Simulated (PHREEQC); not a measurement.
Acid mine or pickling water: an equilibrium model

Synthetic water in mg/kgw, 25 °C, pH 1.85, pe 12.7: Na 2440; K 157; Ca 386; Mg 56.8; Cl 331; S(6) as SO4 7330; B 3.48; Cu(2) 2.76; Mn(2) 13.5; Fe(3) 5.96; Cd 5.29.

Cl is adjusted to close the charge balance.
Valence states are taken as typed.

All values are PHREEQC results (ion-association model, wateq4f.dat), not measurements.

This is a speciation only: nothing precipitates in the calculation.

**Question.** Predict the ionic strength.

**Answer.** ionic strength 0.182 mol/kgw.

**Question.** In which forms is S present?

**Answer.** SO4-2 54 %, HSO4- 30 %, NaSO4- 8.1 %, CaSO4 5.3 %, MgSO4 1.5 %, CaHSO4+ 0.6 % of the S.

Examples of supersaturated solids here: Hematite (slow to form), Goethite (slow to form). Others may be too.
